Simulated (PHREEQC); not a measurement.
Dissolve 0.0032 mol HCl, 0.0028 mol FeSO4 and 0.141 mol MgSO4 per kg of water at 25 °C. Closed to the air; pH follows from the charge balance.

Model: ion-association model, phreeqc.dat, run in PHREEQC.

Q: The ionic strength comes out as 0.261 mol/kgw. What activity coefficients do HSO4-, FeCl+, Cl-, Fe+2, H+ get?

A: HSO4- 0.74, FeCl+ 0.74, Cl- 0.70, Fe+2 0.30, H+ 0.79.

This is a speciation only: nothing precipitates in the calculation. Complexes and solids missing from the database can't appear.
